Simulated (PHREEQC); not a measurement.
Dissolve 0.28 mol/kgw Cs2SO4 at 25 °C. Closed to the air; pH follows from the charge balance.

The numbers come from PHREEQC with the ion-association model, wateq4f.dat.

| quantity | before | after |
|---|---|---|
| pH | 7.35 | 12.67 |
| ionic strength (mol/kgw) | 0.840 | 0.918 |

Q: What was changed between the two runs?
A) 0.016 mol/kgw Na2CO3 added
B) diluted 100-fold with water
C) 0.078 mol/kgw TMAH added
D) 0.16 mol/kgw H2SO4 added
E) Cs2SO4 from 0.28 to 0.14 mol/kgw

A: C, 0.078 mol/kgw TMAH added

Precipitation was switched off in this run. The ionic strength passes 0.7 mol/kgw, the rough limit of the ion-association models, in every such run. (CH3)4N+ isn't in the database: it is added as a free cation with an ion size of 4 Å.
